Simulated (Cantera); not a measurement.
Feed: 1 mol HgO, a varied amount of O2, 0.5 mol H2, equilibrated at 1 atm.

These are equilibrium values from Cantera (NASA tables, ideal gas, pure condensed phases), not measurements of a reactor. Candidate condensed phases: H2O, Hg, HgO; 10 gas species. Kinetics and transport are ignored.

Task: What condenses at these points (T in K, n(O2) in mol): (1225, 1.8); (1525, 0.079); (1000, 0.12); (550, 1.2); (550, 0.051); (1225, 2.9)?

Result: 
```csv
T (K),n(O2) in mol,condensed phases,Hg condensed (%)
1225,1.8,gas only,0.0
1525,0.079,gas only,0.0
1000,0.12,gas only,0.0
550,1.2,HgO,100.0
550,0.051,Hg + HgO,88.3
1225,2.9,gas only,0.0
```
